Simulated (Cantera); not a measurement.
A closed system holds: 1 mol Fe, 0.0013 mol O2, 65 mol CO, equilibrated at 1723 K and 13.0 Pa.

Cantera equilibrium calculation (NASA polynomials, part measured and part estimated; ideal gas, pure solids and liquids). Candidate condensed phases: C, Fe, Fe(CO)5, FeO, Fe2O3, Fe3O4; 15 gas species. Equilibrium is a limit: real reactors are often held back by kinetics, nucleation or transport.

Base state: CO 0.985, Fe 0.0152, CO2 3.94e-5 (mole fractions); condensed: gas only.

What changes in the equilibrium state with this change: Fe replaced by Si?


```tsv
species	before	after
CO	0.985	0.992
SiO	0	0.00763
Si	0	0.000167
Fe	0.0152	0
CO2	3.94e-5	2.05e-8
SiC(s), mol	0	0.493
```
Further candidate phases: Si, SiC, SiO2.
